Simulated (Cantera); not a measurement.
Cantera run:

```python
import numpy as np
import cantera as ct

gas_names = """
    CL CL2 H HCL H2 Si SiCL SiCL2 SiCL3 SiCL4 SiH SiHCL3 SiH2 SiH2CL2 SiH3 SiH3CL SiH4 Si2 Si3
""".split()
cond_names = """
    Si(cr) Si(L)
""".split()


# ... load() reads the species with a 1 bar reference pressure and builds the phases ...
atoms = {
    'Si': {'Si': 1},
    'Cl2': {'CL': 2},
    'H2': {'H': 2},
}
top_T = {}  # K; cautious upper limits of use, not melting points


# ... equilibrate(T, P, feed) seeds the gas with the atoms and calls Mixture.equilibrate('TP', solver="vcs", rtol=1e-11, max_steps=5000) ...
results = []
feed = {'Si': 1, 'Cl2': 0.84, 'H2': 1.5}  # mol
T = 898.15  # K
P = 101325  # Pa
mix = equilibrate(T, P, feed)
results.append((T, P, feed, dict(zip(mix.species_names, mix.species_moles))))
print(gas.report(threshold=1e-05))
for i in range(1, mix.n_phases):
    print(f"{mix.phase(i).name:16s} {mix.phase_moles(i):12.5e} mol")
```

Output:

```
       temperature   898.15 K
          pressure   1.0132e+05 Pa
           density   0.54331 kg/m^3
  mean mol. weight   40.042 kg/kmol
   phase of matter   gas

                          1 kg             1 kmol
                     ---------------   ---------------
          enthalpy        -2.991e+06       -1.1977e+08  J
   internal energy       -3.1775e+06       -1.2723e+08  J
           entropy            5853.5        2.3438e+05  J/K
    Gibbs function       -8.2483e+06       -3.3028e+08  J
 heat capacity c_p            1191.8             47722  J/K
 heat capacity c_v            984.15             39407  J/K

                      mass frac. Y      mole frac. X     chem. pot. / RT
                     ---------------   ---------------   ---------------
               HCL         0.0041045          0.004508           -41.763
                H2          0.037904           0.75284           -17.516
             SiCL2        9.0244e-05        3.6506e-05            -69.46
             SiCL3          0.001178        0.00035087           -102.47
             SiCL4           0.69157             0.163           -135.47
            SiHCL3           0.25667          0.075881           -111.22
           SiH2CL2         0.0084288         0.0033416           -86.976
            SiH3CL         5.961e-05        3.5861e-05           -62.728
     [  +11 minor]        1.3837e-07        1.7261e-07

Si(cr)            5.42997e-01 mol
```

Cantera equilibrium calculation (NASA polynomials, part measured and part estimated; ideal gas, pure solids and liquids). The tables' values for SiCl3 are old estimates; treat these amounts as uncertain.
